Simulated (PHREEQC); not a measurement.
A PHREEQC speciation (ion-association model, phreeqc.dat) at 25 °C gives pH 3.14 and these molalities:

```json
[
 {"species": "MgSO4", "mol/kgw": "0.0722"},
 {"species": "SO4-2", "mol/kgw": "0.0654"},
 {"species": "Mg+2", "mol/kgw": "0.0578"},
 {"species": "Li+", "mol/kgw": "0.0174"},
 {"species": "HSO4-", "mol/kgw": "0.00168"},
 {"species": "LiSO4-", "mol/kgw": "0.00136"},
 {"species": "H+", "mol/kgw": "0.000925"}
]
```

Problem. What are the element totals, and what could have been dissolved in 1 kg of water to give them?

Solution. Several could match; the one computed here: totals Li 0.0188, Mg 0.130, S(6) 0.141 mol/kgw, from 0.0013 mol/kgw H2SO4, 0.0094 mol/kgw Li2SO4 and 0.13 mol/kgw MgSO4.

Precipitation was switched off in this run.
